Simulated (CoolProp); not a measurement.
Vapour-liquid equilibrium of R134a (1) + cyclopropane (2) at 22.1 bar; x and y are mole fractions of (1).

Values from CoolProp's multi-fluid Helmholtz-energy mixture model, Tillner-Roth 1994 and Polt 1992; pair parameters Bell 2016. This equation is an older, rougher fit; its heat capacities, sound speeds and derivatives of the liquid may be far off and weren't checked against measurements.

Task: Give the bubble temperature and the first vapour's composition at x = 0.2, 0.35, 0.65. Is there an azeotrope?

Result: x = 0.2: 336.5 K, y = 0.279; x = 0.35: 334.0 K, y = 0.395; x = 0.65: 334.5 K, y = 0.597. y crosses x between x = 0.425 and 0.5: the model has an azeotrope there.

The pair parameters rest on a limited set of measurements; away from them the model extrapolates.
